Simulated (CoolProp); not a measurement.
Dimethyl carbonate along the isotherm 108.45 °C: density (kg/m³) from the reference equation and from simpler models built on Tc = 283.9 °C, pc = 49.09 bar, ω = 0.346; each cubic takes its own stable root.

The numbers come from the reference Helmholtz-energy equation of state, Zhou 2011 in CoolProp.

```csv
p (bar),phase,reference
4.6,liquid,947.8
9.2,liquid,948.7
13.8,liquid,949.5
18.4,liquid,950.3
23,liquid,951.1
27.6,liquid,951.9
32.2,liquid,952.6
36.8,liquid,953.4
41.4,liquid,954.2
46,liquid,954.9
50.6,liquid,955.7
55.2,liquid,956.5
59.8,liquid,957.2
64.4,liquid,958.0
69,liquid,958.7
73.6,liquid,959.4
```

How far does each simpler model (van der Waals, Redlich-Kwong, Peng-Robinson) lie from the reference over these 16 states: mean and median of the absolute difference, and the worst?


- van der Waals: mean 44.4 %, median 40.8 %, worst -98.5 % at 108.45 °C and 4.6 bar
- Redlich-Kwong: mean 14.6 %, median 14.6 %, worst -15.3 % at 108.45 °C and 4.6 bar
- Peng-Robinson: mean 1.2 %, median 1.2 %, worst +1.4 % at 108.45 °C and 73.6 bar

At some of these states van der Waals gives the other phase, because its saturation line lies elsewhere.
